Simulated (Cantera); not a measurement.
An isothermal, constant-pressure homogeneous reactor starts with H₂ : O₂ : N₂ : H₂O = 0.39 : 1 : 19 : 0.021 (molar parts), at 1323 K and 0.370 bar.

Detailed kinetics in Cantera: the H2/O2 subset of GRI-Mech 3.0, which has no nitrogen chemistry.

x: mole fraction; the columns are a selection and need not sum to one.

| t (s) | x H₂ | x O₂ | x OH | x H | x H₂O | x HO₂ | x O |
|---|---|---|---|---|---|---|---|
| 1.00e-5 | 0.0191 | 0.0490 | 3.35e-10 | … | 0.00103 | 1.98e-9 | 3.98e-10 |
| 3.88e-5 | 0.0191 | 0.0490 | 3.86e-9 | … | 0.00103 | 7.94e-9 | 5.32e-9 |
| 0.000151 | 0.0191 | 0.0490 | 7.20e-7 | … | 0.00103 | 1.16e-7 | 1.02e-6 |
| 0.000584 | 0.00116 | 0.0387 | 0.00116 | … | 0.0162 | 4.41e-6 | 0.00457 |
| 0.00227 | 0.000258 | 0.0394 | 0.000533 | … | 0.0196 | 3.33e-6 | 0.000916 |
| 0.00879 | 1.83e-5 | 0.0398 | 0.000140 | … | 0.0202 | 8.27e-7 | 6.36e-5 |
| 0.0341 | 1.57e-6 | 0.0398 | 4.26e-5 | … | 0.0203 | 1.06e-7 | 5.83e-6 |
| 0.132 | 2.38e-7 | 0.0398 | 1.71e-5 | … | 0.0203 | 1.84e-8 | 9.40e-7 |
| 0.514 | 5.40e-8 | 0.0398 | 8.24e-6 | … | 0.0203 | 6.03e-9 | 2.18e-7 |
| 1.99 | 2.34e-8 | 0.0398 | 5.41e-6 | 4.31e-10 | 0.0203 | 4.72e-9 | 9.44e-8 |
| 7.73 | 2.19e-8 | 0.0398 | 5.22e-6 | 3.88e-10 | 0.0203 | 4.69e-9 | 8.78e-8 |
| 30.0 | 2.19e-8 | 0.0398 | 5.22e-6 | 3.88e-10 | 0.0203 | 4.69e-9 | 8.78e-8 |

What belongs in the gaps?


- 1.00e-5, x H: 1.79e-9
- 3.88e-5, x H: 1.18e-8
- 0.000151, x H: 2.02e-6
- 0.000584, x H: 0.00451
- 0.00227, x H: 0.000406
- 0.00879, x H: 7.31e-6
- 0.0341, x H: 2.04e-7
- 0.132, x H: 1.32e-8
- 0.514, x H: 1.48e-9
